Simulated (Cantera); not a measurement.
An adiabatic, constant-pressure homogeneous reactor starts with H2 : O2 : N2 = 1 : 0.633 : 2.38 (molar parts), at 1023 K and 0.240 bar. Integrator tolerance rtol = 1e-08.

Cantera simulation using the H2/O2 subset of GRI-Mech 3.0, which has no nitrogen chemistry; the numbers are that mechanism's predictions, not measurements.

Task: What does this change do: initial temperature 1023 to 1300 K?

Result: 
```tsv
quantity	before	after
time of steepest temperature rise	0.547 ms	0.114 ms
temperature at 0.800 s	2512 K	2611 K
equilibrium temperature	2512 K	2611 K
x(H2) at 0.800 s	0.0164 (gas-phase equilibrium 0.0164)	0.0237 (gas-phase equilibrium 0.0237)
x(O2) at 0.800 s	0.0383 (gas-phase equilibrium 0.0383)	0.0394 (gas-phase equilibrium 0.0394)
x(H) at 0.800 s	0.00697 (gas-phase equilibrium 0.00697)	0.0127 (gas-phase equilibrium 0.0127)
x(H2O) at 0.800 s	0.247 (gas-phase equilibrium 0.247)	0.231 (gas-phase equilibrium 0.231)
x(H2O2) at 0.800 s	1.72e-7 (gas-phase equilibrium 1.72e-7)	1.99e-7 (gas-phase equilibrium 1.99e-7)
x(OH) at 0.800 s	0.0221 (gas-phase equilibrium 0.0221)	0.0289 (gas-phase equilibrium 0.0289)
x(O) at 0.800 s	0.00617 (gas-phase equilibrium 0.00617)	0.00998 (gas-phase equilibrium 0.00998)
```

Task: What does this change do: pressure from 0.240 bar to 1.30 bar?

Result: 
```json
[
 {"quantity": "time of steepest temperature rise", "before": "0.547 ms", "after": "0.206 ms"},
 {"quantity": "temperature at 0.800 s", "before": "2512 K", "after": "2600 K"},
 {"quantity": "equilibrium temperature", "before": "2512 K", "after": "2600 K"},
 {"quantity": "x(H2) at 0.800 s", "before": "0.0164 (gas-phase equilibrium 0.0164)", "after": "0.0112 (gas-phase equilibrium 0.0112)"},
 {"quantity": "x(O2) at 0.800 s", "before": "0.0383 (gas-phase equilibrium 0.0383)", "after": "0.0370 (gas-phase equilibrium 0.0370)"},
 {"quantity": "x(H) at 0.800 s", "before": "0.00697 (gas-phase equilibrium 0.00697)", "after": "0.00359 (gas-phase equilibrium 0.00359)"},
 {"quantity": "x(H2O) at 0.800 s", "before": "0.247 (gas-phase equilibrium 0.247)", "after": "0.258 (gas-phase equilibrium 0.258)"},
 {"quantity": "x(H2O2) at 0.800 s", "before": "1.72e-7 (gas-phase equilibrium 1.72e-7)", "after": "4.90e-7 (gas-phase equilibrium 4.90e-7)"},
 {"quantity": "x(OH) at 0.800 s", "before": "0.0221 (gas-phase equilibrium 0.0221)", "after": "0.0191 (gas-phase equilibrium 0.0191)"},
 {"quantity": "x(O) at 0.800 s", "before": "0.00617 (gas-phase equilibrium 0.00617)", "after": "0.00395 (gas-phase equilibrium 0.00395)"}
]
```
